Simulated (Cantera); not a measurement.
A freely propagating, adiabatic, planar premixed flame of CH4 : O2 : N2 = 1 : 1.54 : 5.78 (molar parts), unburnt at 723 K and 0.310 bar; mixture-averaged transport, grid criteria slope 0.08 and curve 0.16, no radiation.

Computed with Cantera and GRI-Mech 3.0 (53 species, 325 reactions). Burning velocities carry a grid error of a few per cent, more on coarse grids.

How do the results move with these cheaper or finer settings: unity-Lewis-number transport; multicomponent transport; multicomponent+Soret transport; grid criteria slope 0.5, curve 1; grid criteria slope 0.25, curve 0.5; grid criteria slope 0.03, curve 0.06?


```csv
setting,laminar burning velocity,thermal thickness,peak x(C2H6),peak x(C2H),grid points
as above,197 cm/s,0.913 mm,0.00190,2.98e-6,136
unity-Lewis-number transport,119 cm/s,1.18 mm,0.00120,1.95e-6,130
multicomponent transport,196 cm/s,0.927 mm,0.00193,3.01e-6,136
multicomponent+Soret transport,195 cm/s,0.916 mm,0.00187,2.88e-6,136
"grid criteria slope 0.5, curve 1",219 cm/s,1.01 mm,0.00188,3.01e-6,45
"grid criteria slope 0.25, curve 0.5",209 cm/s,0.953 mm,0.00190,3.02e-6,66
"grid criteria slope 0.03, curve 0.06",193 cm/s,0.902 mm,0.00190,2.98e-6,348
```
The base run took about 7 core-seconds (a rough figure).
Unity Lewis numbers drop preferential diffusion, which matters most where H2 and H carry the flame; Soret adds thermal diffusion.
